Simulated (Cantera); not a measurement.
NO annealing gas

An isothermal, constant-pressure homogeneous reactor starts with NO : N₂ = 1 : 15 (molar parts), at 1698 K and 97.5 Torr.

Computed with Cantera and GRI-Mech 3.0 (53 species, 325 reactions).

```
t (s)       x NO     x N₂O       x O   x N₂     x NO₂
--------  ------  --------  --------  -----  --------
2.00e-6   0.0625  8.92e-11  8.92e-11  0.938    <1e-12
8.51e-6   0.0625  3.79e-10  3.79e-10  0.938    <1e-12
3.62e-5   0.0625   1.61e-9   1.61e-9  0.938  4.66e-12
0.000154  0.0625   6.86e-9   6.81e-9  0.938  8.20e-11
0.000656  0.0625   2.90e-8   2.81e-8  0.938   1.43e-9
0.00279   0.0625   1.19e-7   1.08e-7  0.938   2.19e-8
0.0119    0.0625   4.46e-7   3.75e-7  0.938   2.36e-7
0.0505    0.0625   1.16e-6   1.50e-6  0.938   1.55e-6
0.215     0.0625   1.48e-6   3.13e-6  0.938   3.60e-6
0.915     0.0624   1.48e-6   3.25e-6  0.938   3.75e-6
3.89      0.0621   1.46e-6   3.59e-6  0.938   4.16e-6
16.6      0.0608   1.40e-6   4.78e-6  0.938   5.54e-6
70.5      0.0552   1.15e-6   8.00e-6  0.941   8.66e-6
300       0.0363   5.04e-7   1.42e-5  0.951   1.03e-5
```
x: mole fraction; the columns are a selection and need not sum to one.

Equilibrium at this temperature and pressure: NO 0.00122, N₂O 2.86e-8, O 2.14e-5, N₂ 0.968, NO₂ 5.29e-7 (gas phase only).
